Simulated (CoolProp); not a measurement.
n-perfluoropentane along the isobar 2.78 MPa: density (kg/m³) from the reference equation and from simpler models built on Tc = 421.0 K, pc = 2.063 MPa, ω = 0.436; each cubic takes its own stable root.

The numbers come from the reference Helmholtz-energy equation of state, Gao 2022 in CoolProp.

```
T (K)   phase  reference  van der Waals  Peng-Robinson
-----  ------  ---------  -------------  -------------
154.5  liquid       2036           1201           2035
179.5  liquid       1962           1172           1996
204.5  liquid       1890           1141           1951
229.5  liquid       1820           1108           1900
254.5  liquid       1749           1073           1841
279.5  liquid       1677           1035           1772
304.6  liquid       1599          994.2           1692
329.6  liquid       1515          949.0           1596
354.6  liquid       1420          898.0           1479
```
